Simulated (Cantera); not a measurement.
Charge: 1 mol HCl, a varied amount of O₂, held at 602 °C and 230 bar.

Cantera equilibrium calculation (NASA polynomials, part measured and part estimated; ideal gas, pure solids and liquids). Candidate condensed phases: H₂O; 14 gas species. The ideal-gas law is rough above about 30 bar. Rates play no part.

x: gas mole fraction; nothing condenses.

```
n(O₂) (mol)  x HCl   x H₂O   x Cl₂      x O₂   x HOCl     x Cl     x ClO
-----------  -----  ------  ------  --------  -------  -------  --------
0.032        0.872  0.0640  0.0640   1.45e-7  6.25e-7  7.68e-7  4.06e-10
0.056        0.776   0.112   0.112   2.17e-6  2.15e-6  1.02e-6   2.08e-9
0.08             ?       ?       ?         ?        ?        ?         ?
0.1              ?       ?       ?         ?        ?        ?         ?
0.13         0.481   0.259   0.259  0.000419  1.85e-5  1.55e-6   4.39e-8
0.15         0.405   0.297   0.297   0.00144  2.89e-5  1.65e-6   8.69e-8
0.17         0.337   0.329   0.329   0.00457  4.28e-5  1.74e-6   1.63e-7
0.2          0.265   0.359   0.359    0.0170  6.48e-5  1.82e-6   3.29e-7
0.22         0.235   0.367   0.367    0.0297  7.63e-5  1.84e-6   4.40e-7
```

What belongs in the gaps?


- 0.08, x HCl: 0.680
- 0.08, x H₂O: 0.160
- 0.08, x Cl₂: 0.160
- 0.08, x O₂: 1.53e-5
- 0.08, x HOCl: 5.00e-6
- 0.08, x Cl: 1.21e-6
- 0.08, x ClO: 6.59e-9
- 0.1, x HCl: 0.600
- 0.1, x H₂O: 0.200
- 0.1, x Cl₂: 0.200
- 0.1, x O₂: 6.15e-5
- 0.1, x HOCl: 8.85e-6
- 0.1, x Cl: 1.36e-6
- 0.1, x ClO: 1.48e-8
